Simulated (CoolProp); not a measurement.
R113 along the isotherm 500 K: density (kg/m³) from the reference equation and from simpler models built on Tc = 487.2 K, pc = 3392 kPa, ω = 0.253; each cubic takes its own stable root.

Model: reference Helmholtz-energy equation of state, Marx 1992, in CoolProp.

```csv
p (kPa),phase,reference
3390,gas,275.1
6780,supercritical,956.9
10200,supercritical,1050
13600,supercritical,1105
17000,supercritical,1146
20400,supercritical,1178
23700,supercritical,1204
27100,supercritical,1228
30500,supercritical,1249
33900,supercritical,1267
```

Q: How far does each simpler model (ideal gas, van der Waals) lie from the reference over these 10 states: mean and median of the absolute difference, and the worst?

A: 
- ideal gas: mean 31.1 %, median 27.5 %, worst -68.1 % at 500 K and 6780 kPa
- van der Waals: mean 23.1 %, median 25.2 %, worst -26.4 % at 500 K and 6780 kPa
